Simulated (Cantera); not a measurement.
Charge: 1 mol MgO, 0.71 mol CO, 9.2 mol H2, at 2475 K.

Method: chemical equilibrium by Gibbs-energy minimisation in Cantera with the NASA 1993 tables (ideal gas, pure condensed phases). Candidate condensed phases: C, C6H6, C7H8, C8H18, H2O, Mg, MgCO3, MgO, Mg(OH)2; 116 gas species. Kinetics and transport are ignored.

Which condensed phases are stable at each of these points (P (Pa)): 10, 42, 180, 750, 3200, 13000, 56000, 240000, 1000000?


| P (Pa) | condensed phases | Mg condensed (%) |
|---|---|---|
| 10 | gas only | 0.0 |
| 42 | gas only | 0.0 |
| 180 | gas only | 0.0 |
| 750 | gas only | 0.0 |
| 3200 | gas only | 0.0 |
| 13000 | gas only | 0.0 |
| 56000 | MgO(s) | 22.1 |
| 240000 | MgO(s) | 62.0 |
| 1000000 | MgO(s) | 81.1 |

From 10.0 Pa to 13000 Pa nothing is condensed. From 56000 Pa to 1000000 Pa the condensed part is MgO(s).
